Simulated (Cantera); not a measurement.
Input: 1 mol SiO2, 38 mol HBr, at 898.15 K and 1.00 bar.

These are equilibrium values from Cantera (NASA tables, ideal gas, pure condensed phases), not measurements of a reactor. Candidate condensed phases: Br2, H2O, Si, SiO2; 28 gas species. Rates play no part.

Base state: HBr 0.999, H2 0.000328, Br2 0.000315, H2O 4.46e-5, Br 2.68e-5, SiBr4 2.23e-5 (mole fractions); condensed: SiO2(β-quartz).

Q: What changes in the equilibrium state with this change: pressure from 1.00 bar to 20.0 Pa?

A: 
```tsv
species	before	after
HBr	0.999	0.998
Br	2.68e-5	0.00124
H2	0.000328	0.000758
SiBr4	2.23e-5	1.30e-6
H2O	4.46e-5	2.60e-6
Br2	0.000315	0.000136
SiO2(β-quartz), mol	0.999	1.000
```
